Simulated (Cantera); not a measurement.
**C6H6 + CO2 + N2 (carbon deposition, reforming and gasification)**

Charge: 1 mol C6H6, 0.024 mol CO2, 4.1 mol N2, held at 26.0 mbar.

Cantera equilibrium calculation (NASA polynomials, part measured and part estimated; ideal gas, pure solids and liquids). Candidate condensed phases: C, C6H6, C7H8, C8H18, H2O; 136 gas species. Rates play no part.

From 1175 K to 2975 K the condensed part is C(graphite). The main C-bearing gas is CO at 1175 K and HCN at 2975 K.

```csv
T (K),x N2,x H2,x H,x HCN,x CN,x C3,n C(graphite)
1175,0.574,0.420,4.92e-7,2.75e-5,<1e-12,<1e-12,5.98
1375,0.573,0.420,1.38e-5,0.000198,1.76e-11,<1e-12,5.97
1575,0.573,0.419,0.000167,0.000857,2.27e-9,<1e-12,5.97
1775,0.572,0.417,0.00116,0.00265,9.63e-8,2.03e-12,5.96
1975,0.569,0.412,0.00545,0.00646,1.90e-6,5.71e-10,5.92
2175,0.561,0.398,0.0191,0.0131,2.14e-5,5.57e-8,5.86
2375,0.546,0.367,0.0530,0.0228,0.000158,2.46e-6,5.76
2575,0.519,0.311,0.120,0.0341,0.000843,5.93e-5,5.60
2775,0.481,0.228,0.222,0.0435,0.00346,0.000890,5.38
2975,0.433,0.137,0.335,0.0465,0.0115,0.00917,4.90
```
x: gas mole fraction; n: condensed amount in mol.
